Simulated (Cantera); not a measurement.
Charge: 1 mol Si2Cl6, 0.045 mol Cl2, 47 mol N2, held at 1550 K and 0.0510 bar.

These are equilibrium values from Cantera (NASA tables, ideal gas, pure condensed phases), not measurements of a reactor. Candidate condensed phases: Si, Si3N4; 13 gas species. The feed counts by its element totals alone. The tables' values for SiCl3 are old estimates; treat these amounts as uncertain. Equilibrium is a limit: real reactors are often held back by kinetics, nucleation or transport.

Base state: N2 0.959, SiCl4 0.0165, SiCl2 0.0149, SiCl3 0.00940, Cl 0.000171 (mole fractions); condensed: gas only.

Question: What changes in the equilibrium state with this change: temperature from 1550 K to 1350 K?

Answer: 
```json
[
 {"species": "N2", "before": "0.959", "after": "0.966"},
 {"species": "SiCl4", "before": "0.0165", "after": "0.0275"},
 {"species": "SiCl3", "before": "0.00940", "after": "0.00370"},
 {"species": "SiCl2", "before": "0.0149", "after": "0.00248"},
 {"species": "Cl", "before": "0.000171", "after": "7.92e-6"},
 {"species": "Si3N4(s), mol", "before": "0", "after": "0.124"}
]
```
N2 is the only nitrogen source here; it is nearly inert below about 1500 K, so the nitride shown seldom forms there in practice.

Question: What changes in the equilibrium state with this change: pressure from 0.0510 bar to 0.00390 bar?

Answer: 
```tsv
species	before	after
N2	0.959	0.957
SiCl2	0.0149	0.0158
SiCl4	0.0165	0.0155
Cl	0.000171	0.00210
SiCl3	0.00940	0.00939
```
